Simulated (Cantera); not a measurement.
## SiH4 + HCl + H2 (silicon epitaxy and polysilicon growth)

Feed: 1 mol SiH4, 0.11 mol HCl, 17 mol H2, equilibrated at 775 °C and 0.100 bar.

Equilibrium computed with Cantera from the NASA thermochemical tables; the gas is ideal and each condensed phase is pure. Candidate condensed phases: Si; 19 gas species. The tables' values for SiCl3 are old estimates; treat these amounts as uncertain. Equilibrium is a limit: real reactors are often held back by kinetics, nucleation or transport.

```
Property        Value
----------  ---------
x(H2)           0.995
x(HCl)        0.00496
x(SiHCl3)    0.000124
x(SiCl4)      6.01e-5
x(SiCl2)      4.60e-5
x(SiH2Cl2)    2.89e-5
x(SiCl3)      1.23e-5
x(SiH3Cl)     1.76e-6
n(Si(s))    0.995 mol
gas amount  19.11 mol
```
